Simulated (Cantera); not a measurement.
A Cantera script and what it prints.

```python
import numpy as np
import cantera as ct

gas_names = """
    NO2 N2O
""".split()
cond_names = """
    VN(s) V2O5(s) V2O5(L)
""".split()


# ... load() reads the species with a 1 bar reference pressure and builds the phases ...
species = {s.name: s for s in load("nasa_gas.yaml", gas_names) + load("nasa_condensed.yaml", cond_names)}
# Each term lists the table entries of one substance; the one whose range holds T is used.
reactions = {
    '2 VN + 4 NO2(g) = V2O5 + 3 N2O(g)':
        [(-2, ['VN(s)']), (-4, ['NO2']), (1, ['V2O5(s)', 'V2O5(L)']), (3, ['N2O'])],
}


def pick(names, T):
    return next(species[n] for n in names if species[n].thermo.min_temp <= T <= species[n].thermo.max_temp)


results = []
for label, terms in reactions.items():
    print(label)
    print("     T/K   dH/kJ  dS/(J/K)   dG/kJ   log10 K")
    for T in [1248, 1398, 1548, 1698, 1848, 1998, 2148, 2298]:
        used = [(nu, pick(names, T)) for nu, names in terms]
        dH = sum(nu * s.thermo.h(T) for nu, s in used) / 1e6
        dS = sum(nu * s.thermo.s(T) for nu, s in used) / 1e3
        dG = dH - T * dS / 1e3
        logK = -dG * 1e6 / (ct.gas_constant * T * np.log(10))
        results.append((label, T, dH, dS, dG, logK, [s.name for _, s in used]))
        print(f"{T:8g} {dH:8.1f} {dS:8.1f} {dG:8.1f} {logK:8.2f}")
```

Result:

```
2 VN + 4 NO2(g) = V2O5 + 3 N2O(g)
     T/K   dH/kJ  dS/(J/K)   dG/kJ   log10 K
    1248   -913.5   -131.7   -749.1    31.35
    1398   -909.1   -128.4   -729.6    27.26
    1548   -905.3   -125.8   -710.6    23.98
    1698   -902.0   -123.7   -691.9    21.28
    1848   -899.2   -122.1   -673.5    19.04
    1998   -896.9   -120.9   -655.2    17.13
    2148   -895.1   -120.1   -637.2    15.49
    2298   -893.8   -119.5   -619.2    14.07
```

Source: NASA polynomial tables (part measured, part estimated), evaluated in Cantera. VN: taken at fixed stoichiometry. Condensed species are held in their standard states even where they would react or evaporate.
